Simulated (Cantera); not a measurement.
**Stirred combustor or abatement burner**

A perfectly stirred reactor is fed with 3.28 % CH₄, 0.885 % C₂H₆, 20.1 % O₂, 75.7 % N₂, equivalence ratio 0.48, at 1.60 bar; it is adiabatic with a 325 K inlet, and is followed from long to short residence time, starting on the burning branch (τ in s: 0.052, 0.024, 0.011, 0.0053, 0.0025, 0.0012, 0.00054, 0.00025, 0.00012, 5.5e-05, 2.6e-05, 1.2e-05, 5.6e-06).

Detailed kinetics in Cantera: GRI-Mech 3.0 (53 species, 325 reactions).

```
τ (s)    T (K)     x CH₄   x C₂H₆   x O₂     x C₂H  x CH₂CO    x HCN    x HCO
-------  -----  --------  -------  -----  --------  -------  -------  -------
0.052     1462   3.25e-5  2.34e-6  0.105  8.44e-11  3.83e-6  1.27e-9  1.65e-8
0.024     1457   5.53e-5  3.97e-6  0.105  1.19e-10  6.00e-6  1.42e-9  3.70e-8
0.011     1448   9.72e-5  6.90e-6  0.105  1.56e-10  9.24e-6  1.62e-9  8.35e-8
0.0053    1433  0.000174  1.22e-5  0.106  1.83e-10  1.39e-5  2.03e-9  1.79e-7
0.0025    1399  0.000386  2.64e-5  0.108  1.79e-10  2.39e-5  2.87e-9  3.93e-7
0.0012     325    0.0328  0.00885  0.201    <1e-12   <1e-12   <1e-12   <1e-12
0.00054    325    0.0328  0.00885  0.201    <1e-12   <1e-12   <1e-12   <1e-12
0.00025    325    0.0328  0.00885  0.201    <1e-12   <1e-12   <1e-12   <1e-12
0.00012    325    0.0328  0.00885  0.201    <1e-12   <1e-12   <1e-12   <1e-12
5.5e-5     325    0.0328  0.00885  0.201    <1e-12   <1e-12   <1e-12   <1e-12
2.6e-5     325    0.0328  0.00885  0.201    <1e-12   <1e-12   <1e-12   <1e-12
1.2e-5     325    0.0328  0.00885  0.201    <1e-12   <1e-12   <1e-12   <1e-12
5.6e-6     325    0.0328  0.00885  0.201    <1e-12   <1e-12   <1e-12   <1e-12
```
x: mole fraction; the columns are a selection and need not sum to one.
